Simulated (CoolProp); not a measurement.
Vapour-liquid equilibrium of R134a (1) + R141b (2) at 333.4 K; x and y are mole fractions of (1).

Model: multi-fluid Helmholtz-energy mixture model, Tillner-Roth 1994 and Lemmon 2006; pair parameters Bell 2016, in CoolProp.

| x | bubble pressure (MPa) | y at the bubble point | dew pressure at overall composition x (MPa) | liquid density (mol/L) |
|---|---|---|---|---|
| 0.05 | 0.3440 | 0.295 | 0.2604 | ___ |
| 0.15 | 0.5273 | 0.563 | ___ | 10.06 |
| 0.25 | ___ | 0.689 | 0.3251 | ___ |
| 0.35 | 0.8485 | 0.763 | 0.3708 | 10.19 |
| 0.45 | 0.9869 | 0.813 | 0.4310 | 10.24 |
| 0.55 | 1.114 | 0.851 | 0.5137 | 10.28 |
| 0.65 | ___ | 0.883 | 0.6334 | 10.30 |
| 0.75 | ___ | 0.914 | 0.8178 | 10.31 |
| 0.85 | 1.482 | 0.945 | 1.111 | 10.31 |
| 0.95 | 1.618 | ___ | 1.502 | 10.31 |

Fill in the missing entries.


- 0.05, liquid density (mol/L): 9.984
- 0.15, dew pressure at overall composition x (MPa): 0.2893
- 0.25, bubble pressure (MPa): 0.6958
- 0.25, liquid density (mol/L): 10.13
- 0.65, bubble pressure (MPa): 1.236
- 0.75, bubble pressure (MPa): 1.356
- 0.95, y at the bubble point: 0.980

No azeotrope shows between x = 0.05 and 0.95.

The pair parameters rest on a limited set of measurements; away from them the model extrapolates.
